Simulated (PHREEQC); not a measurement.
Consider water at 20 °C with 0.00012 mol PbCl2 and 0.023 mol NaNO3 per kg of water. Closed to the air; pH follows from the charge balance.

Equilibrium calculation in PHREEQC: ion-association model, wateq4f.dat.

Each row changes one thing in this solution. Precipitation was switched off in this run.

```json
[
 {"case": "as made", "pH": "5.97", "ionic strength (mol/kgw)": "0.0233", "Pb+2 (mol/kgw)": "9.96e-5", "PbOH+ (mol/kgw)": "1.18e-6", "PbCl+ (mol/kgw)": "4.65e-7", "PbCl2 (mol/kgw)": "1.43e-10", "SI of Pb(OH)2 (Pb(OH)2)": "-0.63", "SI of Litharge (PbO)": "-5.23"},
 {"case": "temperature from 20 to 5 °C", "pH": "5.97", "ionic strength (mol/kgw)": "0.0233", "Pb+2 (mol/kgw)": "9.95e-5", "PbOH+ (mol/kgw)": "1.19e-6", "PbCl+ (mol/kgw)": "3.14e-7", "PbCl2 (mol/kgw)": "1.32e-10", "SI of Pb(OH)2 (Pb(OH)2)": "-1.19", "SI of Litharge (PbO)": "-5.89"},
 {"case": "NaNO3 left out", "pH": "5.84", "ionic strength (mol/kgw)": "0.000357", "Pb+2 (mol/kgw)": "0.000118", "PbOH+ (mol/kgw)": "1.48e-6", "PbCl+ (mol/kgw)": "9.06e-7", "PbCl2 (mol/kgw)": "3.61e-10", "SI of Pb(OH)2 (Pb(OH)2)": "-0.62", "SI of Litharge (PbO)": "-5.22"},
 {"case": "0.011 mol/kgw H3PO4 added", "pH": "2.24", "ionic strength (mol/kgw)": "0.0299", "Pb+2 (mol/kgw)": "0.000102", "PbOH+ (mol/kgw)": "2.13e-10", "PbCl+ (mol/kgw)": "4.46e-7", "PbCl2 (mol/kgw)": "1.33e-10", "SI of Pb(OH)2 (Pb(OH)2)": "-8.12", "SI of Litharge (PbO)": "-12.72"},
 {"case": "temperature from 20 to 40 °C", "pH": "5.97", "ionic strength (mol/kgw)": "0.0233", "Pb+2 (mol/kgw)": "9.97e-5", "PbOH+ (mol/kgw)": "1.17e-6", "PbCl+ (mol/kgw)": "7.35e-7", "PbCl2 (mol/kgw)": "1.56e-10", "SI of Pb(OH)2 (Pb(OH)2)": "+0.03", "SI of Litharge (PbO)": "-4.46"},
 {"case": "NaNO3 from 0.023 to 0.046 mol/kgw", "pH": "6.03", "ionic strength (mol/kgw)": "0.0463", "Pb+2 (mol/kgw)": "9.03e-5", "PbOH+ (mol/kgw)": "1.07e-6", "PbCl+ (mol/kgw)": "3.52e-7", "PbCl2 (mol/kgw)": "9.85e-11", "SI of Pb(OH)2 (Pb(OH)2)": "-0.64", "SI of Litharge (PbO)": "-5.24"},
 {"case": "PbCl2 from 0.00012 to 0.000132 mol/kgw", "pH": "5.96", "ionic strength (mol/kgw)": "0.0233", "Pb+2 (mol/kgw)": "0.000110", "PbOH+ (mol/kgw)": "1.24e-6", "PbCl+ (mol/kgw)": "5.62e-7", "PbCl2 (mol/kgw)": "1.91e-10", "SI of Pb(OH)2 (Pb(OH)2)": "-0.63", "SI of Litharge (PbO)": "-5.23"},
 {"case": "PbCl2 from 0.00012 to 6e-05 mol/kgw", "pH": "6.12", "ionic strength (mol/kgw)": "0.0232", "Pb+2 (mol/kgw)": "4.97e-5", "PbOH+ (mol/kgw)": "8.34e-7", "PbCl+ (mol/kgw)": "1.16e-7", "PbCl2 (mol/kgw)": "1.80e-11", "SI of Pb(OH)2 (Pb(OH)2)": "-0.63", "SI of Litharge (PbO)": "-5.23"}
]
```

Some of these states are supersaturated (in Clpyromorphite, for instance). H3PO4, which wateq4f.dat lacks, is added to it with the constant of phreeqc.dat. Constants without temperature data keep their 25 °C values here. The database has no phosphate complexes of Pb.
